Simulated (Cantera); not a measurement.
**Thermodynamics of silicon oxide and oxynitride deposition, feed SiH₂Cl₂ + NO + N₂ + O₂**

Feed: 1 mol SiH₂Cl₂, 1.5 mol NO, 1.5 mol N₂, 1 mol O₂, held at 0.0608 Torr.

These are equilibrium values from Cantera (NASA tables, ideal gas, pure condensed phases), not measurements of a reactor. Candidate condensed phases: H₂O, NH₄Cl, Si, SiO₂, Si₂N₂O, Si₃N₄; 47 gas species. The tables hold silica as quartz up to 1696 K and as liquid above; real silica turns to tridymite and cristobalite and melts near 1996 K. Equilibrium is a limit: real reactors are often held back by kinetics, nucleation or transport.

| T (°C) | x N₂ | x HCl | x O₂ | x Cl | x H₂O | x Cl₂ | n SiO₂(α-quartz) | n SiO₂(β-quartz) |
|---|---|---|---|---|---|---|---|---|
| 502 | 0.457 | 0.342 | 0.136 | 0.000102 | 0.0321 | 0.0320 | 1.00 | 0 |
| 602 | 0.454 | 0.363 | 0.141 | 0.000727 | 0.0206 | 0.0202 | 0 | 1.00 |
| 702 | 0.453 | 0.373 | 0.143 | 0.00336 | 0.0147 | 0.0131 | 0 | 1.00 |
| 802 | 0.450 | 0.375 | 0.144 | 0.0107 | 0.0130 | 0.00761 | 0 | 1.00 |
| 902 | 0.448 | 0.368 | 0.142 | 0.0238 | 0.0154 | 0.00349 | 0 | 1.00 |
| 1002 | 0.446 | 0.353 | 0.138 | 0.0408 | 0.0218 | 0.00138 | 0 | 1.00 |
| 1102 | 0.443 | 0.332 | 0.132 | 0.0613 | 0.0311 | 0.000557 | 0 | 1.00 |
x: gas mole fraction; n: condensed amount in mol.

At 502 °C the condensed part is SiO₂(α-quartz). From 602 °C to 1102 °C the condensed part is SiO₂(β-quartz).
